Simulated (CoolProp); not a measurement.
Properties of 1,2-dichloroethane along the isobar 1.01 bar.

The numbers come from the reference Helmholtz-energy equation of state, Thol 2015 in CoolProp.

```csv
T (K),phase,cp (kJ/(kg K)),cv (kJ/(kg K)),isothermal compressibility (1/MPa),expansivity (1/kK)
358.2,gas,0.8996,0.8043,10.21,3.065
369.1,gas,0.9090,0.8147,10.18,2.949
380,gas,0.9189,0.8256,10.15,2.842
390.9,gas,0.9292,0.8368,10.13,2.744
401.8,gas,0.9400,0.8483,10.11,2.654
412.7,gas,0.9510,0.8600,10.09,2.570
423.7,gas,0.9624,0.8719,10.07,2.492
434.6,gas,0.9739,0.8839,10.06,2.419
445.5,gas,0.9855,0.8960,10.05,2.351
456.4,gas,0.9972,0.9081,10.04,2.287
467.3,gas,1.009,0.9202,10.03,2.227
478.2,gas,1.021,0.9322,10.02,2.170
489.1,gas,1.032,0.9442,10.01,2.116
500,gas,1.044,0.9561,10.00,2.065
```
